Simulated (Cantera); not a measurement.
Cantera run:

```python
import numpy as np
import cantera as ct

gas_names = [...]  # 109 gases of nasa_gas.yaml made of C, Cl, H, Si
cond_names = """
    C(gr) C6H6(L) C7H8(L) C8H18(L),n-octa Si(cr) Si(L) SiC(b)
""".split()


# ... load() reads the species with a 1 bar reference pressure and builds the phases ...
atoms = {
    'SiCl4': {'Si': 1, 'CL': 4},
    'C3H8': {'C': 3, 'H': 8},
    'H2': {'H': 2},
}
top_T = {'C(gr)': 4500, 'SiC(b)': 3050}  # K; cautious upper limits of use, not melting points


# ... equilibrate(T, P, feed) seeds the gas with the atoms and calls Mixture.equilibrate('TP', solver="vcs", rtol=1e-11, max_steps=5000) ...
results = []
feed = {'SiCl4': 1, 'C3H8': 0.0097, 'H2': 660}  # mol
P = 120  # Pa
for T in [1148, 1248, 1348, 1448, 1548, 1648, 1748, 1848, 1948, 2048, 2148, 2248, 2348, 2448]:
    mix = equilibrate(T, P, feed)
    results.append((T, P, feed, dict(zip(mix.species_names, mix.species_moles))))

top = {s: max(r[3][s] / sum(r[3][g] for g in gas_names) for r in results) for s in gas_names}
cols = sorted((s for s in top if top[s] > 1e-06), key=lambda s: -top[s])[:6]
seen = [c for c in cond_names if any(r[3].get(c, 0) > 1e-12 for r in results)]
print("log10 of partial pressures in bar; condensed amounts in mol")
print(f"{'T/K':>10s}" + "".join(f"{s[:9]:>10s}" for s in cols + seen))
for T, P, feed, n in results:
    ng = sum(n[g] for g in gas_names)
    print(f"{T:10.4g}" + "".join(f"{np.log10(max(n[s] / ng * P / 1e5, 1e-99)):10.3f}" for s in cols)
          + "".join(f"{n.get(c, 0):10.4g}" for c in seen))
```

It prints:

```
log10 of partial pressures in bar; condensed amounts in mol
       T/K        H2         H       HCL        CL        Si     SiCL2    Si(cr)     Si(L)    SiC(b)
      1148    -2.923    -8.607    -5.151   -10.889   -12.739    -7.037    0.9195         0   0.02908
      1248    -2.923    -7.792    -5.152   -10.089   -11.110    -6.982    0.9131         0   0.02908
      1348    -2.923    -7.097    -5.154    -9.407    -9.726    -6.936    0.9066         0   0.02908
      1448    -2.924    -6.497    -5.155    -8.818    -8.534    -6.899    0.8985         0   0.02908
      1548    -2.924    -5.973    -5.157    -8.304    -7.498    -6.868    0.8733         0   0.02905
      1648    -2.925    -5.513    -5.159    -7.853    -6.589    -6.844    0.7263         0   0.02846
      1748    -2.927    -5.105    -5.162    -7.453    -5.837    -6.875         0   0.00306   0.02258
      1848    -2.931    -4.741    -5.154    -7.083    -5.795    -7.507         0         0   0.01182
      1948    -2.938    -4.416    -5.160    -6.763    -5.773    -8.114         0         0         0
      2048    -2.952    -4.126    -5.176    -6.480    -5.770    -8.693         0         0         0
      2148    -2.976    -3.868    -5.205    -6.232    -5.777    -9.245         0         0         0
      2248    -3.016    -3.642    -5.253    -6.019    -5.793    -9.782         0         0         0
      2348    -3.078    -3.447    -5.327    -5.841    -5.818   -10.319         0         0         0
      2448    -3.170    -3.286    -5.435    -5.699    -5.852   -10.868         0         0         0
```

These are equilibrium values from Cantera (NASA tables, ideal gas, pure condensed phases), not measurements of a reactor. Mutual solubility and eutectic melting of coexisting phases are not modelled. The tables' values for SiCl are old estimates; treat these amounts as uncertain. Gases not in the tables: Si2H6 and higher silanes.
